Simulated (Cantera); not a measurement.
Charge: 1 mol SiC, 0.0012 mol O2, 31 mol H2, at 1275 °C and 1.50 mbar.

Cantera equilibrium calculation (NASA polynomials, part measured and part estimated; ideal gas, pure solids and liquids). Candidate condensed phases: C, C6H6, C7H8, C8H18, H2O, Si, SiC, SiO2; 123 gas species. Rates play no part.

Base state: H2 0.999, H 0.000796, CO 4.08e-5, SiO 3.66e-5 (mole fractions); condensed: SiC(s).

Task: What changes in the equilibrium state with this change: SiC replaced by Si3N4?

Result: 
| species | before | after |
|---|---|---|
| H2 | 0.999 | 0.939 |
| N2 | 0 | 0.0606 |
| H | 0.000796 | 0.000772 |
| CO | 4.08e-5 | 0 |
| SiO | 3.66e-5 | 7.27e-5 |
| Si | 3.61e-6 | 2.13e-5 |
| SiC(s), mol | 0.999 | 0 |
| Si(s), mol | 0 | 3.00 |
Further candidate phases: Si2N2O, Si3N4.

Task: What changes in the equilibrium state with this change: temperature from 1275 °C to 1900 °C?

Result: 
| species | before | after |
|---|---|---|
| H2 | 0.999 | 0.861 |
| H | 0.000796 | 0.116 |
| Si | 3.61e-6 | 0.0186 |
| SiC2 | <1e-9 | 0.00161 |
| Si2C | 7.92e-9 | 0.000995 |
| C2H2 (acetylene) | 4.17e-8 | 0.00190 |
| Si2 | 1.09e-9 | 2.79e-5 |
| SiH | 3.70e-7 | 0.000312 |
| SiC(s), mol | 0.999 | 0.239 |
| C(graphite), mol | 0 | 0.488 |
Gases not in the tables: Si2H6 and higher silanes.
